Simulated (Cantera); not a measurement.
Charge: 1 mol CH3SiH3, 0.41 mol C3H8, 1300 mol H2, at 1330 Pa.

Equilibrium computed with Cantera from the NASA thermochemical tables; the gas is ideal and each condensed phase is pure. Candidate condensed phases: C, C6H6, C7H8, C8H18, Si, SiC; 87 gas species. The feed counts by its element totals alone. Kinetics and transport are ignored.

### Question
At 1475 °C, list the 4 most abundant gas species with their mole fractions, and the condensed phases.

### Answer
H2 0.998, H 0.00198, C2H2 (acetylene) 0.000113, CH4 1.22e-5. Condensed: C(graphite) + SiC(s).
